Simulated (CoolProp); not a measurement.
Vapour-liquid equilibrium of benzene (1) + m-xylene (2) at 12.35 °C; x and y are mole fractions of (1).

Values from CoolProp's multi-fluid Helmholtz-energy mixture model, Thol 2012 and Zhou 2012; pair parameters Bell 2016.

Problem. Give the bubble pressure and the first vapour's composition at x = 0.275, 0.8, 0.95. Is there an azeotrope?

Solution. x = 0.275: 0.002295 MPa, y = 0.835; x = 0.8: 0.005585 MPa, y = 0.981; x = 0.95: 0.006541 MPa, y = 0.996. No azeotrope shows between x = 0.05 and 0.95.

The pair parameters rest on a limited set of measurements; away from them the model extrapolates.
